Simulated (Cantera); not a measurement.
A perfectly stirred reactor is fed with CH4 : C2H6 : C3H8 : O2 : N2 = 1 : 1 : 0.65 : 9.21 : 34.6 (molar parts), at 130000 Pa; it is adiabatic with a 548 K inlet, and is followed from long to short residence time, starting on the burning branch (τ in s: 0.092, 0.026, 0.0076, 0.0022, 0.00064, 0.00018, 5.3e-05, 1.5e-05, 4.4e-06).

Model: GRI-Mech 3.0 (53 species, 325 reactions), integrated in Cantera. GRI-Mech 3.0 was tuned for natural gas; its chemistry of propane as a main component is partial and can be far from experiment.

Task: What does this change do: CH4 1 to 1.3 parts?

Result: 
| quantity | before | after |
|---|---|---|
| blow-out, bracketed by the residence times tried | burning at 53.0 µs, out at 15.0 µs | burning at 53.0 µs, out at 15.0 µs |
| x(CH4) at τ = 92.0 ms | 5.30e-7 | 6.84e-7 |
| x(C2H6) at τ = 92.0 ms | 4.76e-8 | 4.21e-8 |
| x(C3H8) at τ = 92.0 ms | 3.83e-8 | 3.40e-8 |
| x(CO) at τ = 92.0 ms | 0.0117 | 0.0193 |
| x(NO2) at τ = 92.0 ms | 8.43e-7 | 4.79e-7 |
| x(CH4) at τ = 0.640 ms | 2.57e-5 | 3.14e-5 |
| x(C2H6) at τ = 0.640 ms | 5.41e-6 | 4.97e-6 |
| x(C3H8) at τ = 0.640 ms | 3.02e-6 | 2.71e-6 |
| x(CO) at τ = 0.640 ms | 0.0275 | 0.0339 |
| x(NO2) at τ = 0.640 ms | 3.76e-8 | 3.70e-8 |
